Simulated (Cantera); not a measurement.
Thermodynamics of aluminium nitride and oxide growth, feed AlCl3 + HCl + N2

A closed system holds: 1 mol AlCl3, 2.7 mol HCl, 23 mol N2, equilibrated at 173 Torr.

Equilibrium computed with Cantera from the NASA thermochemical tables; the gas is ideal and each condensed phase is pure. Candidate condensed phases: Al, AlCl3, AlN, NH4Cl; 20 gas species. The tables' values for AlCl2 are old estimates; treat these amounts as uncertain. Rates play no part.

From 1027 °C to 1577 °C nothing is condensed. The main Al-bearing gas is AlCl3 throughout.

```json
[
 {"T (°C)": "1027", "x N2": "0.861", "x HCl": "0.101", "x AlCl3": "0.0374", "x Cl": "4.12e-5"},
 {"T (°C)": "1077", "x N2": "0.861", "x HCl": "0.101", "x AlCl3": "0.0374", "x Cl": "6.91e-5"},
 {"T (°C)": "1127", "x N2": "0.861", "x HCl": "0.101", "x AlCl3": "0.0374", "x Cl": "0.000111"},
 {"T (°C)": "1177", "x N2": "0.861", "x HCl": "0.101", "x AlCl3": "0.0374", "x Cl": "0.000174"},
 {"T (°C)": "1227", "x N2": "0.861", "x HCl": "0.101", "x AlCl3": "0.0374", "x Cl": "0.000264"},
 {"T (°C)": "1277", "x N2": "0.861", "x HCl": "0.101", "x AlCl3": "0.0374", "x Cl": "0.000392"},
 {"T (°C)": "1327", "x N2": "0.861", "x HCl": "0.101", "x AlCl3": "0.0374", "x Cl": "0.000568"},
 {"T (°C)": "1377", "x N2": "0.861", "x HCl": "0.100", "x AlCl3": "0.0373", "x Cl": "0.000809"},
 {"T (°C)": "1427", "x N2": "0.861", "x HCl": "0.100", "x AlCl3": "0.0372", "x Cl": "0.00113"},
 {"T (°C)": "1477", "x N2": "0.861", "x HCl": "0.0999", "x AlCl3": "0.0370", "x Cl": "0.00156"},
 {"T (°C)": "1527", "x N2": "0.860", "x HCl": "0.0995", "x AlCl3": "0.0367", "x Cl": "0.00214"},
 {"T (°C)": "1577", "x N2": "0.860", "x HCl": "0.0992", "x AlCl3": "0.0363", "x Cl": "0.00290"}
]
```
x: gas mole fraction; nothing condenses.
